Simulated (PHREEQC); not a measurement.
Make-up at 20 °C: 0.0017 mol HF, 0.0012 mol NaF and 0.0043 mol (NH4)2SiF6 per kg of water. Closed to the air; pH follows from the charge balance.

All values are PHREEQC results (ion-association model, phreeqc.dat), not measurements.

| Property | Result |
|---|---|
| pH | 3.21 |
| ionic strength | 0.0146 mol/kgw |
| total alkalinity | -18.9 meq/kg |

| species | molality | activity | log γ |
|---|---|---|---|
| NH4+ | 0.00860 | 0.00757 | -0.056 |
| SiF6-2 | 0.00415 | 0.00259 | -0.204 |
| F- | 0.00217 | 0.00192 | -0.054 |
| HF | 0.00161 | 0.00162 | 0.001 |
| Na+ | 0.00120 | 0.00106 | -0.051 |
| H+ | 0.000681 | 0.000614 | -0.045 |
| H4SiO4 | 0.000151 | 0.000152 | 0.001 |
| HF2- | 1.29e-5 | 1.14e-5 | -0.052 |
| NaF | 1.17e-6 | 1.17e-6 | 0.001 |
| NH3 | 4.88e-9 | 4.90e-9 | 0.001 |

Precipitation was switched off in this run. Examples of supersaturated solids here: Quartz (slow to form). Others may be too. Species that the database lacks are ignored. SiF6-2 is the database's only silicon fluoride.
